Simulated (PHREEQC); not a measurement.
1 kg of water holding 0.21 mol/kgw Na2CO3, 0.1 mol/kgw KCl, 0.13 mol/kgw Na2SO4, 0.012 mol/kgw NaCl and 0.15 mol/kgw NaHCO3 is evaporated at 25 °C; the solids stay in contact with the brine. CO2 is held at log p = -3.4 (atm). Solids allowed: Arcanite, Burkeite, Glaserite, Halite, Kalicinite, Mirabilite, Misenite, Nahcolite, Natron, Sylvite, Thenardite, Trona. Others were left out.

The series has 19 steps of water left (kg), from 1 to 0.02251.

Computed with PHREEQC (Pitzer model, pitzer.dat).

Task: Which solids form, in which order, and at which step of the series does each first stand?

Result: Trona from water left = 0.1152 kg (pH 10.08); Glaserite from water left = 0.09274 kg (pH 10.06); Thenardite from water left = 0.0471 kg (pH 9.91).

Species that the database lacks are ignored.
